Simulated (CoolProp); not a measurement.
Vapour-liquid equilibrium of propane (1) + cyclohexane (2) at 29.65 °C; x and y are mole fractions of (1).

Model: multi-fluid Helmholtz-energy mixture model, Lemmon 2009 and Zhou 2014; pair parameters Bell 2016, in CoolProp.

```tsv
x	bubble pressure (bar)	y at the bubble point	dew pressure at overall composition x (bar)	liquid density (mol/L)
0.05	0.7775	0.799	0.1683	9.259
0.125	1.684	0.911	0.1827	9.433
0.2	2.559	0.944	0.1998	9.609
0.275	3.397	0.959	0.2203	9.785
0.35	4.196	0.969	0.2455	9.961
0.425	4.957	0.975	0.2773	10.14
0.5	5.685	0.980	0.3184	10.31
0.575	6.389	0.984	0.3739	10.47
0.65	7.079	0.987	0.4527	10.63
0.725	7.770	0.990	0.5736	10.77
0.8	8.480	0.992	0.7824	10.88
0.875	9.235	0.995	1.229	10.97
0.95	10.07	0.998	2.843	11.01
```

No azeotrope shows between x = 0.05 and 0.95.

The pair parameters rest on a limited set of measurements; away from them the model extrapolates. The gap from Raoult's law changes sign with composition, which may be real or a fault of the pair parameters; it wasn't checked against measurements.
